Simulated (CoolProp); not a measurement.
Benzene along the isotherm 488.9 K: density (kg/m³) from the reference equation and from simpler models built on Tc = 562.0 K, pc = 4.906 MPa, ω = 0.211; each cubic takes its own stable root.

The numbers come from the reference Helmholtz-energy equation of state, Thol 2012 in CoolProp.

```csv
p (MPa),phase,reference
0.767,gas,16.22
1.53,gas,36.91
2.3,liquid,633.8
3.07,liquid,638.0
3.83,liquid,642.0
4.6,liquid,645.7
5.37,liquid,649.2
6.13,liquid,652.5
6.9,liquid,655.7
7.67,liquid,658.8
8.43,liquid,661.7
9.2,liquid,664.5
9.97,liquid,667.2
10.7,liquid,669.7
11.5,liquid,672.3
12.3,liquid,674.8
```

Question: How far does each simpler model (van der Waals, Redlich-Kwong) lie from the reference over these 16 states: mean and median of the absolute difference, and the worst?

Answer: 
- van der Waals: mean 35.1 %, median 34.9 %, worst -90.7 % at 488.9 K and 2.3 MPa
- Redlich-Kwong: mean 11.6 %, median 12.3 %, worst -16.7 % at 488.9 K and 2.3 MPa

At some of these states van der Waals gives the other phase, because its saturation line lies elsewhere.
